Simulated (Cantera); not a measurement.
A freely propagating, adiabatic, planar premixed flame of H2 : O2 : N2 = 1 : 0.357 : 1.29 (molar parts), equivalence ratio 1.4, unburnt at 525 K and 0.987 atm; mixture-averaged transport, grid criteria slope 0.08 and curve 0.16, no radiation.

Computed with Cantera and the H2/O2 subset of GRI-Mech 3.0, which has no nitrogen chemistry. Burning velocities carry a grid error of a few per cent, more on coarse grids.

Problem. How do the results move with these cheaper or finer settings: unity-Lewis-number transport; multicomponent transport; multicomponent+Soret transport; grid criteria slope 0.5, curve 1; grid criteria slope 0.25, curve 0.5; grid criteria slope 0.03, curve 0.06?

Solution. 
| setting | laminar burning velocity | thermal thickness | peak x(H2O2) | peak x(OH) | grid points |
|---|---|---|---|---|---|
| as above | 726 cm/s | 0.430 mm | 2.38e-5 | 0.0133 | 138 |
| unity-Lewis-number transport | 457 cm/s | 0.351 mm | 9.35e-6 | 0.0131 | 123 |
| multicomponent transport | 711 cm/s | 0.429 mm | 2.38e-5 | 0.0133 | 138 |
| multicomponent+Soret transport | 679 cm/s | 0.421 mm | 2.46e-5 | 0.0133 | 138 |
| grid criteria slope 0.5, curve 1 | 791 cm/s | 0.540 mm | 1.65e-5 | 0.0142 | 44 |
| grid criteria slope 0.25, curve 0.5 | 756 cm/s | 0.477 mm | 1.96e-5 | 0.0135 | 69 |
| grid criteria slope 0.03, curve 0.06 | 719 cm/s | 0.418 mm | 2.48e-5 | 0.0131 | 285 |
Unity Lewis numbers drop preferential diffusion, which matters most where H2 and H carry the flame; Soret adds thermal diffusion.
